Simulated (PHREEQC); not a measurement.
Consider water at 20 °C with 0.0018 mol/kgw AgF and 1.3 mol/kgw NaCl. Closed to the air; pH follows from the charge balance.

Equilibrium calculation in PHREEQC: ion-association model, wateq4f.dat.

This is a speciation only: nothing precipitates in the calculation.

### Question
Order these Ag species by the share of Ag that they hold, largest first: AgCl, AgCl3-2, AgCl4-3, AgCl2-.

### Answer
AgCl4-3 (61 %), AgCl3-2 (21 %), AgCl2- (18 %), AgCl (0.14 %)

The pH is 7.14 and the ionic strength 1.30 mol/kgw. Examples of supersaturated solids here: Cerargyrite. Others may be too. Ionic strength above about 0.7 mol/kgw puts this run outside the model's range.
